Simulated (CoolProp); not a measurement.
Normal hydrogen along the isotherm -224.45 °C: Z from the reference equation and from simpler models built on Tc = -240.0 °C, pc = 1296 kPa, ω = -0.219; each cubic takes its own stable root.

Values from CoolProp's reference Helmholtz-energy equation of state, Leachman 2009.

| p (kPa) | phase | reference | Redlich-Kwong | Soave-Redlich-Kwong | Peng-Robinson |
|---|---|---|---|---|---|
| 20.5 | gas | 0.9982 | 0.9983 | 0.9980 | 0.9975 |
| 31.9 | gas | 0.9973 | 0.9974 | 0.9968 | 0.9961 |
| 49.7 | gas | 0.9957 | 0.9960 | 0.9951 | 0.9940 |
| 77.4 | gas | 0.9934 | 0.9938 | 0.9923 | 0.9906 |
| 120 | gas | 0.9897 | 0.9904 | 0.9881 | 0.9855 |
| 188 | gas | 0.9838 | 0.9849 | 0.9813 | 0.9773 |
| 292 | gas | 0.9747 | 0.9766 | 0.9710 | 0.9647 |
| 455 | gas | 0.9604 | 0.9637 | 0.9547 | 0.9451 |
| 708 | gas | 0.9379 | 0.9439 | 0.9294 | 0.9148 |
| 1100 | gas | 0.9028 | 0.9141 | 0.8904 | 0.8685 |
| 1720 | supercritical | 0.8475 | 0.8703 | 0.8302 | 0.7982 |
| 2670 | supercritical | 0.7694 | 0.8160 | 0.7501 | 0.7070 |
| 4160 | supercritical | 0.6976 | 0.7794 | 0.6936 | 0.6418 |
| 6480 | supercritical | 0.7400 | 0.8262 | 0.7502 | 0.6866 |
